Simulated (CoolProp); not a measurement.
Values from CoolProp's reference Helmholtz-energy equation of state, Lemmon 2013.

Task: Give the vapour pressure (kPa), enthalpy of vaporisation (kJ/kg), vapour Z, surface tension (mN/m) of saturated propylene at 42.35, 45.45, 51.65 °C.

Result: 
```tsv
T (°C)	p (kPa)	enthalpy of vaporisation (kJ/kg)	vapour Z	surface tension (mN/m)
42.35	1740	298	0.737	4.85
45.45	1860	290	0.724	4.48
51.65	2130	274	0.695	3.77
```

Surface tension comes from a separate correlation (Mulero 2012).
